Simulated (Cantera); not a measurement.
# Pyrogenic steam for wet oxidation

An isothermal, constant-pressure homogeneous reactor starts with 6.98 % H2, 5.81 % O2, 87.2 % N2, equivalence ratio 0.60, at 1400 K and 113 Torr.

Detailed kinetics in Cantera: GRI-Mech 3.0 (53 species, 325 reactions). The temperature is held fixed by assumption; the heat of reaction is taken as removed at once.

```tsv
t (s)	x H2	x O2	x H2O	x H2O2	x NO	x O
0.000400	0.0151	0.0327	0.0387	2.37e-7	3.08e-7	0.00877
0.000970	0.00783	0.0282	0.0482	2.15e-7	5.40e-6	0.00936
0.00235	0.00630	0.0268	0.0555	2.29e-7	1.23e-5	0.00625
0.00570	0.00363	0.0252	0.0642	2.20e-7	1.72e-5	0.00292
0.0138	0.00117	0.0242	0.0700	1.48e-7	1.85e-5	0.000827
0.0335	0.000214	0.0240	0.0718	5.81e-8	1.87e-5	0.000146
0.0812	3.60e-5	0.0240	0.0721	1.70e-8	1.87e-5	2.46e-5
0.197	8.03e-6	0.0241	0.0722	5.15e-9	1.87e-5	5.54e-6
0.478	2.39e-6	0.0241	0.0723	1.80e-9	1.87e-5	1.66e-6
1.16	9.40e-7	0.0241	0.0723	7.82e-10	1.87e-5	6.57e-7
2.81	5.84e-7	0.0241	0.0723	5.14e-10	1.87e-5	4.08e-7
6.81	5.47e-7	0.0241	0.0723	4.86e-10	1.87e-5	3.82e-7
16.5	5.47e-7	0.0241	0.0723	4.86e-10	1.87e-5	3.82e-7
40.0	5.47e-7	0.0241	0.0723	4.86e-10	1.87e-5	3.82e-7
```
x: mole fraction; the columns are a selection and need not sum to one.

Equilibrium at this temperature and pressure: H2 5.48e-7, O2 0.0240, H2O 0.0723, H2O2 4.85e-10, NO 0.000263, O 3.81e-7 (gas phase only).
